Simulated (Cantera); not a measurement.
# trisilylamine + NH3 (silicon nitride deposition)

Feed: 1 mol trisilylamine, 4.3 mol NH3, equilibrated at 1098.15 K and 9.75 Torr.

Cantera equilibrium calculation (NASA polynomials, part measured and part estimated; ideal gas, pure solids and liquids). Candidate condensed phases: Si, Si3N4; 18 gas species. The feed counts by its element totals alone. Equilibrium is a limit: real reactors are often held back by kinetics, nucleation or transport.

- x(H2) = 0.944
- x(N2) = 0.0560
- n(Si3N4(s)) = 1.00 mol
- gas amount = 11.60 mol
- log10 activity of Si(s) (absent) = -3.94
